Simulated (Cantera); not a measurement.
A perfectly stirred reactor is fed with 54.6 % CH₄, 45.4 % CO₂, at 12800 Torr; it is held at 1300 K, and followed from long to short residence time.

Computed with Cantera and GRI-Mech 3.0 (53 species, 325 reactions). The pressure lies above the range GRI-Mech 3.0 was tuned for (to about 10 atm).

Problem. Predict: x(CH₄) at τ = 8.90 s; x(CO₂) at τ = 8.90 s; x(OH) at τ = 8.90 s; x(CH₃) at τ = 8.90 s; x(CH₂CO) at τ = 8.90 s; x(CH₄) at τ = 82.0 ms; x(CO₂) at τ = 82.0 ms; x(CH₃) at τ = 82.0 ms.

Solution. 
- x(CH₄) at τ = 8.90 s = 0.386
- x(CO₂) at τ = 8.90 s = 0.329
- x(OH) at τ = 8.90 s = 1.01e-9
- x(CH₃) at τ = 8.90 s = 6.31e-6
- x(CH₂CO) at τ = 8.90 s = 4.49e-6
- x(CH₄) at τ = 82.0 ms = 0.544
- x(CO₂) at τ = 82.0 ms = 0.453
- x(CH₃) at τ = 82.0 ms = 4.07e-6
